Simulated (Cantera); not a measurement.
An isothermal, constant-pressure homogeneous reactor starts with CO : O2 : H2O : N2 = 0.02 : 0.007 : 0.033 : 1 (molar parts), at 1050 K and 100000 Pa. Integrator tolerance rtol = 1e-08.

Model: GRI-Mech 3.0 (53 species, 325 reactions), integrated in Cantera.

Question: What does this change do: temperature 1050 to 1500 K?

Answer: 
```csv
quantity,before,after
x(CO) at 9.00 s,0.00245 (gas-phase equilibrium 0.00196),0.00332 (gas-phase equilibrium 0.00332)
x(O2) at 9.00 s,1.76e-11 (gas-phase equilibrium <1e-12),5.64e-10 (gas-phase equilibrium 5.39e-10)
x(H2O) at 9.00 s,0.0281 (gas-phase equilibrium 0.0276),0.0290 (gas-phase equilibrium 0.0290)
x(HO2) at 9.00 s,<1e-12 (gas-phase equilibrium <1e-12),<1e-12 (gas-phase equilibrium <1e-12)
x(H2) at 9.00 s,0.00325 (gas-phase equilibrium 0.00374),0.00238 (gas-phase equilibrium 0.00237)
x(NO) at 9.00 s,8.18e-8 (gas-phase equilibrium <1e-12),3.27e-6 (gas-phase equilibrium 6.84e-8)
```
